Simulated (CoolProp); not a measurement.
A single-stage vapour-compression cycle with the fluid: evaporating at 246.15 K (dew point), condensing at 300.15 K (bubble point), superheat 5 K, subcooling 2 K, compressor efficiency 0.6, no pressure losses. The same conditions are run with several fluids, on thermodynamics alone (safety and materials aside).

Model: reference Helmholtz-energy equation of state of each fluid (R11: Jacobsen 1992; R507A: Lemmon 2003; R410A: Lemmon 2003; hydrogen chloride: Thol 2018; sulfur dioxide: Gao 2016; vinyl chloride: Thol 2022), in CoolProp. Blends and air are pseudo-pure fits.

Rank R11, R507A, R410A, hydrogen chloride, sulfur dioxide, vinyl chloride by cooling COP, highest first.

R11 (2.35), vinyl chloride (2.29), sulfur dioxide (2.20), R410A (2.06), R507A (1.98), hydrogen chloride (1.85)

```csv
fluid,pressure ratio,discharge temperature (K),refrigerating effect (kJ/kg),volumetric capacity (kJ/m³)
R11,10.5,368.0,157,113
R507A,5.63,332.6,116,1430
R410A,5.74,364.8,176,2030
hydrogen chloride,4.17,433.6,266,6410
sulfur dioxide,9.40,483.6,336,466
vinyl chloride,7.33,395.5,292,509
```
